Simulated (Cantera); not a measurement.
Input: 1 mol Cu2O, 5.9 mol CH4, 0.37 mol H2, at 2598 K and 1730 Torr.

These are equilibrium values from Cantera (NASA tables, ideal gas, pure condensed phases), not measurements of a reactor. Candidate condensed phases: C, C6H6, C7H8, C8H18, Cu, CuO, Cu(OH)2, Cu2O, H2O; 113 gas species. The numbers say what is thermodynamically allowed, not how fast it happens.

Base state: H2 0.771, Cu 0.126, CO 0.0654, H 0.0220, C2H2 (acetylene) 0.0124, Cu2 0.00229, CH4 0.000176, CH3 8.86e-5 (mole fractions); condensed: C(graphite).

Question: What changes in the equilibrium state with this change: temperature from 2598 K to 1050 K?

Answer: 
```tsv
species	before	after
H2	0.771	0.827
CH4	0.000176	0.0901
CO	0.0654	0.0602
Cu	0.126	<1e-9
H	0.0220	4.86e-9
C2H2 (acetylene)	0.0124	3.42e-9
H2O	2.23e-6	0.0208
Cu2	0.00229	<1e-9
C4H2	8.28e-5	<1e-9
CO2	2.93e-8	0.00178
C2H	3.11e-5	<1e-9
C2H2 (vinylidene)	1.33e-5	<1e-9
C(graphite), mol	4.51	4.10
Cu(s), mol	0	2.00
```

Question: What changes in the equilibrium state with this change: temperature from 2598 K to 1750 K?

Answer: 
```
species              before     after
-----------------  --------  --------
H2                    0.771     0.922
CO                   0.0654    0.0760
CH4                0.000176   0.00178
Cu                    0.126  0.000130
H                    0.0220  0.000147
C2H2 (acetylene)     0.0124  0.000106
C2H                 3.11e-5     <1e-9
C4H2                8.28e-5   4.78e-9
Cu2                 0.00229   1.99e-7
C2H2 (vinylidene)   1.33e-5   2.09e-9
H2O                 2.23e-6   5.93e-5
C(graphite), mol       4.51      4.87
Cu(l), mol                0      2.00
```

Question: What changes in the equilibrium state with this change: H2 from 0.37 to 5 mol?

Answer: 
```
species             before     after
----------------  --------  --------
H2                   0.771     0.815
Cu                   0.126    0.0973
CO                  0.0654    0.0500
C2H2 (acetylene)    0.0124    0.0131
H                   0.0220    0.0227
Cu2                0.00229   0.00136
C2H4               1.15e-5   1.28e-5
CH4               0.000176  0.000197
C(graphite), mol      4.51      4.36
```
